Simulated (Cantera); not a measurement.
A Cantera script and its output.

```python
import numpy as np
import cantera as ct

surf = ct.Interface("diamond.yaml", "diamond_100")
gas, bulk = surf.adjacent["gas"], surf.adjacent["diamond"]
k = surf.kinetics_species_index(bulk.species_names[0])
cover = ["c6HH", "c6H*", "c6*H", "c6**", "c6HM", "c6B"]

rows, drift = [], 0.0
print(f"{'T':>10s}{'um/h':>11s}" + "".join(f"{s:>11s}" for s in cover))
for v in [900, 950, 1000, 1050, 1100, 1150, 1200, 1250, 1300, 1350, 1400]:
    T, P, xH, xCH3 = v, 4300, 0.00081, 0.0018
    gas.TPX = T, P, {"H": xH, "CH3": xCH3, "CH4": 0.0021, "H2": 1 - xH - xCH3 - 0.0021}
    surf.TP = bulk.TP = T, P
    surf.coverages = "c6H*:0.1, c6HH:0.9"
    surf.advance_coverages(100.0)
    before = surf.coverages
    surf.advance_coverages(100.0)
    drift = max(drift, np.max(np.abs(surf.coverages - before) / (surf.coverages + 1e-9)))
    rate = surf.net_production_rates[k] * bulk.mean_molecular_weight / bulk.density * 3.6e9
    rows.append([rate, *surf[cover].coverages])
    print(f"{v:10.4g}{rate:11.4e}" + "".join(f"{x:11.3e}" for x in rows[-1][1:]))
```

It prints:

```
         T       um/h       c6HH       c6H*       c6*H       c6**       c6HM        c6B
       900 6.9097e+00  2.347e-01  3.397e-03  9.508e-02  8.982e-04  5.357e-01  1.875e-08
       950 9.9740e+00  2.572e-01  5.354e-03  1.271e-01  1.579e-03  4.672e-01  2.707e-08
      1000 1.2910e+01  2.921e-01  8.436e-03  1.727e-01  2.743e-03  3.824e-01  3.503e-08
      1050 1.3837e+01  3.503e-01  1.364e-02  2.441e-01  4.824e-03  2.672e-01  3.755e-08
      1100 1.1358e+01  4.147e-01  2.111e-02  3.344e-01  8.007e-03  1.425e-01  3.082e-08
      1150 7.8045e+00  4.487e-01  2.876e-02  4.077e-01  1.154e-02  5.877e-02  2.118e-08
      1200 5.6921e+00  4.517e-01  3.517e-02  4.501e-01  1.473e-02  2.133e-02  1.545e-08
      1250 4.9874e+00  4.425e-01  4.050e-02  4.720e-01  1.758e-02  7.541e-03  1.353e-08
      1300 4.7602e+00  4.325e-01  4.521e-02  4.830e-01  2.039e-02  2.696e-03  1.292e-08
      1350 4.0848e+00  4.257e-01  4.953e-02  4.884e-01  2.346e-02  9.790e-04  1.108e-08
      1400 2.7315e+00  4.229e-01  5.353e-02  4.899e-01  2.634e-02  3.669e-04  7.412e-09
```

Computed with Cantera and the Harris–Goodwin 1993 mechanism for the reconstructed diamond (100) surface.
